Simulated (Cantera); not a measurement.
What does this Cantera script print?

```python
import numpy as np
import cantera as ct

gas = ct.Solution("h2o2.yaml")
gas.TPX = 675, 101325, {'H2': 1, 'O2': 0.943, 'N2': 3.55}
flame = ct.FreeFlame(gas, width=0.04)
flame.set_refine_criteria(ratio=3, slope=0.08, curve=0.16)
flame.transport_model = "mixture-averaged"
flame.solve(loglevel=0, auto=True)
flame.transport_model = "multicomponent"
flame.soret_enabled = True
flame.solve(loglevel=0, refine_grid=True)
z, T = flame.grid, flame.T
thick = (T[-1] - T[0]) / np.gradient(T, z).max()
show = ['H2', 'O2', 'O', 'H2O2', 'H', 'H2O']
print(f"laminar burning velocity  {flame.velocity[0] * 100:.3f} cm/s")
print(f"burnt temperature         {T[-1]:.1f} K")
print(f"thermal thickness         {thick * 1e3:.4f} mm")
print(f"grid points               {len(z)}")
z0 = z[flame.heat_release_rate.argmax()]
print(f"{'z/mm':>9s}{'T/K':>9s}{'u/(m/s)':>9s}" + "".join(f"{s:>11s}" for s in show))
rows = []
for k in (-3, -2, -1.5, -1, -0.5, -0.25, 0, 0.25, 0.5, 1, 2, 4, 8):
    zz = z0 + k * thick
    rows.append([k * thick, np.interp(zz, z, T), np.interp(zz, z, flame.velocity),
                 *(np.interp(zz, z, flame.X[gas.species_index(s)]) for s in show)])
    print(f"{rows[-1][0] * 1e3:9.3f}{rows[-1][1]:9.1f}{rows[-1][2]:9.3f}" + "".join(f"{x:11.3e}" for x in rows[-1][3:]))
```

It prints:

```
laminar burning velocity  470.813 cm/s
burnt temperature         2002.4 K
thermal thickness         0.4377 mm
grid points               123
     z/mm      T/K  u/(m/s)         H2         O2          O       H2O2          H        H2O
   -1.313    675.0    4.708  1.820e-01  1.717e-01  4.086e-15  5.504e-14  3.569e-15  3.819e-11
   -0.875    675.0    4.708  1.820e-01  1.717e-01  5.195e-12  1.211e-11  9.309e-12  5.447e-09
   -0.657    675.0    4.707  1.819e-01  1.717e-01  2.852e-10  3.405e-10  9.731e-10  1.100e-07
   -0.438    675.2    4.702  1.806e-01  1.720e-01  5.455e-08  4.886e-08  4.031e-07  8.746e-06
   -0.219    711.8    4.867  1.625e-01  1.740e-01  2.713e-05  8.800e-06  2.683e-04  3.018e-03
   -0.109    900.0    6.009  1.264e-01  1.680e-01  5.786e-04  1.289e-05  3.540e-03  2.551e-02
    0.000   1219.1    7.991  6.616e-02  1.378e-01  4.795e-03  7.990e-06  1.381e-02  8.751e-02
    0.109   1463.2    9.533  2.439e-02  1.041e-01  1.045e-02  4.222e-06  1.831e-02  1.436e-01
    0.219   1597.2   10.365  1.286e-02  9.243e-02  1.163e-02  2.318e-06  1.521e-02  1.635e-01
    0.438   1733.0   11.176  8.622e-03  8.841e-02  9.388e-03  1.168e-06  9.112e-03  1.746e-01
    0.875   1845.6   11.825  5.625e-03  8.743e-02  5.967e-03  6.374e-07  4.193e-03  1.830e-01
    1.751   1925.8   12.275  2.933e-03  8.752e-02  3.040e-03  3.705e-07  1.431e-03  1.897e-01
    3.502   1971.8   12.529  1.223e-03  8.811e-02  1.257e-03  2.181e-07  3.658e-04  1.941e-01
```

Detailed kinetics in Cantera: the H2/O2 subset of GRI-Mech 3.0, which has no nitrogen chemistry. Burning velocities carry a grid error of a few per cent, more on coarse grids. Lean hydrogen flames are cellular in practice and burn faster than this planar one.
